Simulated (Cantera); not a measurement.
Feed: 1 mol CS2, 0.63 mol H2O, 0.04 mol O2, held at 1875 K and 13.3 mbar.

These are equilibrium values from Cantera (NASA tables, ideal gas, pure condensed phases), not measurements of a reactor. Candidate condensed phases: C, C6H6, C7H8, C8H18, H2O, H2SO4, S; 123 gas species. Kinetics and transport are ignored.

Base state: CO 0.301, S2 0.293, H2 0.246, CS2 0.105, CS 0.0179, SH 0.0143, H2S 0.0131, S 0.00623 (mole fractions); condensed: gas only.

Problem. What changes in the equilibrium state with this change: temperature from 1875 K to 2073 K?

Solution. 
```json
[
 {"species": "CO", "before": "0.301", "after": "0.292"},
 {"species": "S2", "before": "0.293", "after": "0.289"},
 {"species": "H2", "before": "0.246", "after": "0.236"},
 {"species": "CS2", "before": "0.105", "after": "0.0719"},
 {"species": "CS", "before": "0.0179", "after": "0.0474"},
 {"species": "S", "before": "0.00623", "after": "0.0235"},
 {"species": "H", "before": "0.00281", "after": "0.0111"},
 {"species": "H2S", "before": "0.0131", "after": "0.00713"},
 {"species": "SH", "before": "0.0143", "after": "0.0218"},
 {"species": "COS", "before": "0.000567", "after": "0.000325"}
]
```

Problem. What changes in the equilibrium state with this change: O2 from 0.04 to 0.13 mol?

Solution. 
```json
[
 {"species": "CO", "before": "0.301", "after": "0.352"},
 {"species": "S2", "before": "0.293", "after": "0.338"},
 {"species": "H2", "before": "0.246", "after": "0.228"},
 {"species": "CS2", "before": "0.105", "after": "0.0377"},
 {"species": "CS", "before": "0.0179", "after": "0.00596"},
 {"species": "SH", "before": "0.0143", "after": "0.0148"},
 {"species": "H2S", "before": "0.0131", "after": "0.0130"},
 {"species": "COS", "before": "0.000567", "after": "0.000712"},
 {"species": "S", "before": "0.00623", "after": "0.00669"},
 {"species": "H", "before": "0.00281", "after": "0.00271"}
]
```

Problem. What changes in the equilibrium state with this change: CS2 replaced by H2S?

Solution. 
```csv
species,before,after
H2,0.246,0.463
H2O,2.41e-6,0.261
S2,0.293,0.189
CO,0.301,0
CS2,0.105,0
SO2,<1e-9,0.0242
CS,0.0179,0
SO,3.94e-7,0.0181
H2S,0.0131,0.0197
SH,0.0143,0.0157
COS,0.000567,0
OH,2.15e-9,0.000170
S2O,1.92e-8,0.000710
```
